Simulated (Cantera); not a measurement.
Charge: 1 mol SiH4, 0.54 mol O2, held at 13.0 mbar.

Method: chemical equilibrium by Gibbs-energy minimisation in Cantera with the NASA 1993 tables (ideal gas, pure condensed phases). Candidate condensed phases: H2O, Si, SiO2; 18 gas species. Mutual solubility and eutectic melting of coexisting phases are not modelled. The tables hold silica as quartz up to 1696 K and as liquid above; real silica turns to tridymite and cristobalite and melts near 1996 K. Kinetics and transport are ignored.

x: gas mole fraction; n: condensed amount in mol.

```json
[
 {"T (K)": "775", "x H2": "1.00", "x SiO": "<1e-12", "x H": "8.70e-12", "x H2O": "<1e-12", "x SiH2": "<1e-12", "n Si(s)": "0.460", "n SiO2(α-quartz)": "0.540", "n SiO2(β-quartz)": "0"},
 {"T (K)": "825", "x H2": "1.00", "x SiO": "5.52e-12", "x H": "6.96e-11", "x H2O": "?", "x SiH2": "<1e-12", "n Si(s)": "0.460", "n SiO2(α-quartz)": "0.540", "n SiO2(β-quartz)": "0"},
 {"T (K)": "875", "x H2": "1.00", "x SiO": "1.01e-10", "x H": "4.40e-10", "x H2O": "?", "x SiH2": "1.48e-12", "n Si(s)": "0.460", "n SiO2(α-quartz)": "0", "n SiO2(β-quartz)": "0.540"},
 {"T (K)": "925", "x H2": "1.00", "x SiO": "1.35e-9", "x H": "2.28e-9", "x H2O": "?", "x SiH2": "8.89e-12", "n Si(s)": "0.460", "n SiO2(α-quartz)": "0", "n SiO2(β-quartz)": "0.540"},
 {"T (K)": "975", "x H2": "1.00", "x SiO": "1.37e-8", "x H": "1.00e-8", "x H2O": "?", "x SiH2": "4.45e-11", "n Si(s)": "0.460", "n SiO2(α-quartz)": "0", "n SiO2(β-quartz)": "0.540"},
 {"T (K)": "1025", "x H2": "1.00", "x SiO": "1.11e-7", "x H": "3.82e-8", "x H2O": "?", "x SiH2": "1.90e-10", "n Si(s)": "0.460", "n SiO2(α-quartz)": "0", "n SiO2(β-quartz)": "0.540"},
 {"T (K)": "1075", "x H2": "1.000", "x SiO": "7.35e-7", "x H": "1.29e-7", "x H2O": "?", "x SiH2": "7.12e-10", "n Si(s)": "0.460", "n SiO2(α-quartz)": "0", "n SiO2(β-quartz)": "0.540"},
 {"T (K)": "1125", "x H2": "1.000", "x SiO": "4.11e-6", "x H": "3.90e-7", "x H2O": "?", "x SiH2": "2.37e-9", "n Si(s)": "0.460", "n SiO2(α-quartz)": "0", "n SiO2(β-quartz)": "0.540"},
 {"T (K)": "1175", "x H2": "1.000", "x SiO": "1.98e-5", "x H": "1.08e-6", "x H2O": "?", "x SiH2": "7.10e-9", "n Si(s)": "0.460", "n SiO2(α-quartz)": "0", "n SiO2(β-quartz)": "0.540"},
 {"T (K)": "1225", "x H2": "1.000", "x SiO": "8.35e-5", "x H": "2.73e-6", "x H2O": "?", "x SiH2": "1.95e-8", "n Si(s)": "0.460", "n SiO2(α-quartz)": "0", "n SiO2(β-quartz)": "0.540"}
]
```

Q: Some entries are withheld; supply them.

A: 
- 825, x H2O: 5.10e-12
- 875, x H2O: 2.85e-11
- 925, x H2O: 1.32e-10
- 975, x H2O: 5.18e-10
- 1025, x H2O: 1.78e-9
- 1075, x H2O: 5.42e-9
- 1125, x H2O: 1.49e-8
- 1175, x H2O: 3.76e-8
- 1225, x H2O: 8.78e-8
